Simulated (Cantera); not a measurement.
A Cantera script and what it prints.

```python
import numpy as np
import cantera as ct

gas_names = """
    N NO NO2 NO3 N2 N2O O O2 O3 Pb PbO Pb2
""".split()
cond_names = """
    Pb(cr) Pb(L) PbO(rd) PbO(yw) PbO(L) PbO2(s) Pb3O4(s)
""".split()


# ... load() reads the species with a 1 bar reference pressure and builds the phases ...
atoms = {
    'PbO': {'Pb': 1, 'O': 1},
    'N2': {'N': 2},
}
top_T = {'Pb3O4(s)': 820}  # K; cautious upper limits of use, not melting points


# ... equilibrate(T, P, feed) seeds the gas with the atoms and calls Mixture.equilibrate('TP', solver="vcs", rtol=1e-11, max_steps=5000) ...
results = []
feed = {'PbO': 1, 'N2': 0.19}  # mol
T = 948.15  # K
P = 1333.22  # Pa
mix = equilibrate(T, P, feed)
results.append((T, P, feed, dict(zip(mix.species_names, mix.species_moles))))
print(gas.report(threshold=1e-06))
for i in range(1, mix.n_phases):
    print(f"{mix.phase(i).name:16s} {mix.phase_moles(i):12.5e} mol")
```

Output:

```
       temperature   948.15 K
          pressure   1333.2 Pa
           density   0.0047378 kg/m^3
  mean mol. weight   28.015 kg/kmol
   phase of matter   gas

                          1 kg             1 kmol
                     ---------------   ---------------
          enthalpy        7.0595e+05        1.9777e+07  J
   internal energy        4.2455e+05        1.1894e+07  J
           entropy            9364.4        2.6234e+05  J/K
    Gibbs function       -8.1729e+06       -2.2896e+08  J
 heat capacity c_p            1157.1             32416  J/K
 heat capacity c_v            860.32             24102  J/K

                      mass frac. Y      mole frac. X     chem. pot. / RT
                     ---------------   ---------------   ---------------
                N2           0.99996                 1           -29.044
               PbO        2.9435e-05        3.6946e-06           -38.739
     [  +10 minor]        5.8989e-06        1.1208e-06

Pb(L)             0.00000e+00 mol
PbO(yw)           9.99999e-01 mol
PbO2(s)           0.00000e+00 mol
```

These are equilibrium values from Cantera (NASA tables, ideal gas, pure condensed phases), not measurements of a reactor.
